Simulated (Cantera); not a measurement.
Input: 1 mol B2O3, 0.26 mol O2, 0.9 mol N2, at 750 Torr.

Method: chemical equilibrium by Gibbs-energy minimisation in Cantera with the NASA 1993 tables (ideal gas, pure condensed phases). Candidate condensed phases: B, BN, B2O3; 17 gas species. Rates play no part.

x: gas mole fraction; n: condensed amount in mol.

```tsv
T (K)	x N2	x B2O3	x O2	x BO2	x NO	x O	x BO	n B2O3(l)
1923	0.758	0.0169	0.216	0.00228	0.00612	0.000168	(withheld)	0.979
1973	0.747	0.0304	0.212	0.00378	0.00695	0.000250	(withheld)	0.961
2023	0.727	0.0530	0.206	0.00608	0.00775	0.000361	(withheld)	0.931
2073	0.696	0.0899	0.195	0.00949	0.00843	0.000508	(withheld)	0.878
2123	0.648	0.148	0.180	0.0144	0.00884	0.000691	(withheld)	0.785
2173	0.573	0.239	0.157	0.0211	0.00875	0.000900	(withheld)	0.611
2223	0.462	0.376	0.123	0.0294	0.00779	0.00110	(withheld)	0.245
2273	0.409	0.440	0.106	0.0360	0.00758	0.00138	(withheld)	0
2323	0.408	0.437	0.104	0.0417	0.00831	0.00182	(withheld)	0
```

Q: Complete the blanks.

A: 
- 1923, x BO: 4.89e-7
- 1973, x BO: 1.26e-6
- 2023, x BO: 3.12e-6
- 2073, x BO: 7.40e-6
- 2123, x BO: 1.70e-5
- 2173, x BO: 3.80e-5
- 2223, x BO: 8.44e-5
- 2273, x BO: 0.000154
- 2323, x BO: 0.000246
